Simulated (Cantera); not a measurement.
Cantera run:

```python
import numpy as np
import cantera as ct

gas_names = """
    B BCL BCL2 BCL3 BH BH2 BH3 BN B2 CL CL2 H HCL H2 N NH NH2 NH3 N2 N2H2 N2H4
""".split()
cond_names = """
    B(b) B(L) BN(s) NH4CL(a) NH4CL(b)
""".split()


def load(file, names, dense=False):
    # The tables refer to 1 bar. Condensed volumes are neglected.
    table = {s.name: s for s in ct.Species.list_from_file(file)}
    out = []
    for n in names:
        d = dict(table[n].input_data)
        d["thermo"] = dict(d["thermo"], **{"reference-pressure": 1e5})
        if dense:
            d["equation-of-state"] = {"model": "constant-volume", "density": "1e6 g/cm^3"}
        out.append(ct.Species.from_dict(d))
    return out


gas = ct.Solution(thermo="ideal-gas", species=load("nasa_gas.yaml", gas_names))
cond = {s.name: ct.Solution(thermo="fixed-stoichiometry", species=[s], name=s.name)
        for s in load("nasa_condensed.yaml", cond_names, dense=True)}
atoms = {
    'B': {'B': 1},
    'HCl': {'H': 1, 'CL': 1},
    'N2': {'N': 2},
}
top_T = {'BN(s)': 3200}  # K; cautious upper limits of use, not melting points


def equilibrate(T, P, feed):
    n = {}
    for name, mol in feed.items():
        for a, k in atoms[name].items():
            n[a] = n.get(a, 0.0) + k * mol
    gas.TPX = T, P, n
    mass = sum(n.values()) * gas.mean_molecular_weight
    gas.equilibrate("TP")
    valid = [c for c in cond.values() if c.min_temp <= T <= top_T.get(c.name, c.max_temp)]
    mix = ct.Mixture([(gas, mass / gas.mean_molecular_weight)] + [(c, 0.0) for c in valid])
    mix.T, mix.P = T, P
    mix.equilibrate("TP", solver="vcs", rtol=1e-11, max_steps=5000)
    return mix


results = []
feed = {'B': 1, 'HCl': 0.038, 'N2': 1.8}  # mol
T = 975  # K
P = 730000  # Pa
mix = equilibrate(T, P, feed)
results.append((T, P, feed, dict(zip(mix.species_names, mix.species_moles))))
x = sorted(zip(gas.X, gas.species_names), reverse=True)
print(f"T = {T:g} K  P = {P:g} Pa  gas = {mix.phase_moles(0):.4g} mol")
print("   x: " + "  ".join(f"{s} {v:.3e}" for v, s in x if v > 1e-05))
print("   condensed (mol): " + ("  ".join(f"{mix.phase(i).name} {mix.phase_moles(i):.4g}"
      for i in range(1, mix.n_phases) if mix.phase_moles(i) > 1e-12) or "none"))
```

Output:

```
T = 975 K  P = 730000 Pa  gas = 1.338 mol
   x: N2 9.716e-01  HCL 2.828e-02  H2 6.222e-05  BCL3 4.148e-05
   condensed (mol): BN(s) 0.9999
```

Equilibrium computed with Cantera from the NASA thermochemical tables; the gas is ideal and each condensed phase is pure. N2 is the only nitrogen source here; it is nearly inert below about 1500 K, so the nitride shown seldom forms there in practice.
